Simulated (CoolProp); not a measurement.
The fluid at 391.63 K and 0.0112 MPa is throttled through a valve to 0.00689 MPa with no heat exchange. The same conditions are run with several fluids, on thermodynamics alone (safety and materials aside).

The numbers come from the reference Helmholtz-energy equation of state of each fluid (n-decane: Lemmon 2006; R245ca: Zhou 2016; R115: Lemmon 2016; 1,2-dichloroethane: Thol 2015; n-heptane: Span 2003) in CoolProp.

| fluid | temperature change (K) | final density (kg/m³) |
|---|---|---|
| n-decane | -0.2 | 0.303 |
| R245ca | -0.0 | 0.284 |
| R115 | -0.0 | 0.327 |
| 1,2-dichloroethane | -0.1 | 0.210 |
| n-heptane | -0.1 | 0.213 |
